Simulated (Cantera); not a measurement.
Input: 1 mol Fe2O3, 0.98 mol C, 1.5 mol N2, equilibrated at 180 Pa.

Cantera equilibrium calculation (NASA polynomials, part measured and part estimated; ideal gas, pure solids and liquids). Candidate condensed phases: C, Fe, Fe(CO)5, FeO, Fe2O3, Fe3O4; 27 gas species. Each liquid is taken as pure. Mutual solubility and eutectic melting of coexisting phases are not modelled. The tables' stoichiometric FeO is somewhat more stable than real wüstite, so its field is too wide. FeO: taken at fixed stoichiometry. The numbers say what is thermodynamically allowed, not how fast it happens.

Q: Which condensed phases are stable at each of these points (T (°C)): 1452, 1502, 1552, 1602, 1652, 1702, 1752, 1802, 1852, 1902, 1952?

A: 
```tsv
T (°C)	condensed phases	Fe condensed (%)
1452	Fe(δ) + FeO(l)	99.3
1502	Fe(δ) + FeO(l)	98.6
1552	Fe(l) + FeO(l)	97.0
1602	FeO(l)	95.1
1652	FeO(l)	93.4
1702	FeO(l)	91.2
1752	FeO(l)	88.5
1802	FeO(l)	85.1
1852	FeO(l)	80.7
1902	FeO(l)	74.2
1952	FeO(l)	62.6
```

From 1452 °C to 1502 °C the condensed part is Fe(δ) + FeO(l). At 1552 °C the condensed part is Fe(l) + FeO(l). From 1602 °C to 1952 °C the condensed part is FeO(l).
